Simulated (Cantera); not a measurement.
Thermodynamics of thermal oxidation and active oxidation of silicon, feed Si + CO₂ + H₂ + H₂O

Feed: 1 mol Si, 3.6 mol CO₂, 190 mol H₂, 1.8 mol H₂O, at 1.00 bar.

These are equilibrium values from Cantera (NASA tables, ideal gas, pure condensed phases), not measurements of a reactor. Candidate condensed phases: C, C₆H₆, C₇H₈, C₈H₁₈, H₂O, Si, SiC, SiO₂; 123 gas species. The tables hold silica as quartz up to 1696 K and as liquid above; real silica turns to tridymite and cristobalite and melts near 1996 K. Gases not in the tables: Si(OH)₄. Kinetics and transport are ignored.

```tsv
T (K)	log p H₂	log p H₂O	log p CO	log p SiO	log p H	log p CO₂	log p OH	log p CH₄	n SiO₂(β-quartz)	n SiO₂(condensed)	n SiO₂(l)
1625	-0.02	-1.76	-1.74	-5.57	-4.16	-3.98	-7.28	-5.98	0.999	0	0
1675	-0.02	-1.76	-1.74	-5.06	-3.94	-4.00	-7.00	-6.20	0.998	0	0
1725	-0.02	-1.76	-1.74	-4.58	-3.74	-4.03	-6.74	-6.40	0	0.995	0
1775	-0.02	-1.76	-1.74	-4.13	-3.55	-4.05	-6.50	-6.59	0	0.986	0
1825	-0.02	-1.76	-1.74	-3.71	-3.36	-4.07	-6.26	-6.78	0	0.962	0
1875	-0.02	-1.75	-1.74	-3.32	-3.19	-4.08	-6.03	-6.95	0	0.906	0
1925	-0.02	-1.74	-1.74	-2.95	-3.03	-4.09	-5.81	-7.13	0	0.783	0
1975	-0.02	-1.71	-1.74	-2.63	-2.87	-4.08	-5.58	-7.32	0	0.536	0
2025	-0.02	-1.66	-1.74	-2.34	-2.73	-4.05	-5.35	-7.51	0	0	0.0916
```
log p: log10 of the partial pressure in bar; n: condensed amount in mol.

From 1625 K to 1675 K the condensed part is SiO₂(β-quartz). From 1725 K to 1975 K the condensed part is SiO₂(condensed). At 2025 K the condensed part is SiO₂(l). The share of Si in condensed phases is highest at 1625 K (99.9 %) and lowest at 2025 K (9.2 %).
